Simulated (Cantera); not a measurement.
A closed system holds: 1 mol Al, a varied amount of HCl, at 0.00110 bar.

Method: chemical equilibrium by Gibbs-energy minimisation in Cantera with the NASA 1993 tables (ideal gas, pure condensed phases). Candidate condensed phases: Al, AlCl3; 12 gas species. The tables' values for AlCl2 are old estimates. Rates play no part.

**Question.** What condenses at these points (T in K, n(HCl) in mol): (698, 14); (1298, 11); (1298, 2.7); (1073, 1.1); (698, 18)?

**Answer.** 
```tsv
T (K)	n(HCl) in mol	condensed phases	Al condensed (%)
698	14	gas only	0.0
1298	11	gas only	0.0
1298	2.7	gas only	0.0
1073	1.1	Al	8.6
698	18	gas only	0.0
```
